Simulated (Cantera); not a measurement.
A perfectly stirred reactor is fed with CH4 : O2 : N2 = 1 : 1.67 : 6.27 (molar parts), equivalence ratio 1.2, at 0.415 atm; it is adiabatic with a 375 K inlet, and is followed from long to short residence time, starting on the burning branch (τ in s: 0.04, 0.024, 0.014, 0.0087, 0.0052, 0.0031, 0.0019, 0.0011, 0.00068, 0.00041, 0.00025, 0.00015, 8.9e-05).

Detailed kinetics in Cantera: GRI-Mech 3.0 (53 species, 325 reactions).

Problem. Predict: blow-out, bracketed by the residence times tried; x(CH4) at τ = 40.0 ms; x(O2) at τ = 40.0 ms; x(HO2) at τ = 40.0 ms; x(H2O) at τ = 40.0 ms; x(CH2) at τ = 40.0 ms; x(CH4) at τ = 1.90 ms; x(O2) at τ = 1.90 ms; x(HO2) at τ = 1.90 ms; x(H2O) at τ = 1.90 ms; x(CH2) at τ = 1.90 ms.

Solution. blow-out, bracketed by the residence times tried: burning at 0.250 ms, out at 0.150 ms
x(CH4) at τ = 40.0 ms: 1.55e-5
x(O2) at τ = 40.0 ms: 0.00135
x(HO2) at τ = 40.0 ms: 2.46e-7
x(H2O) at τ = 40.0 ms: 0.183
x(CH2) at τ = 40.0 ms: 7.87e-7
x(CH4) at τ = 1.90 ms: 0.000138
x(O2) at τ = 1.90 ms: 0.00563
x(HO2) at τ = 1.90 ms: 1.10e-6
x(H2O) at τ = 1.90 ms: 0.172
x(CH2) at τ = 1.90 ms: 4.57e-6
